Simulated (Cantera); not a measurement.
A perfectly stirred reactor is fed with H₂ : O₂ : N₂ : H₂O = 1 : 0.725 : 2.72 : 0.33 (molar parts), equivalence ratio 0.69, at 0.336 atm; it is adiabatic with a 448 K inlet, and is followed from long to short residence time, starting on the burning branch (τ in s: 0.054, 0.031, 0.017, 0.0099, 0.0056, 0.0032, 0.0018, 0.001, 0.00058, 0.00033, 0.00019, 0.00011, 6.1e-05).

Model: GRI-Mech 3.0 (53 species, 325 reactions), integrated in Cantera.

One state of this run: T (K) = 1883; x H₂ = 0.00672; x O₂ = 0.0526; x H₂O = 0.296; x OH = 0.00898; x NO₂ = 4.61e-9. x: mole fraction; the columns are a selection and need not sum to one.

### Question
Which value of τ (s) does it belong to?
A. 0.0099
B. 0.00011
C. 0.00058
D. 0.0056

### Answer
A, 0.0099
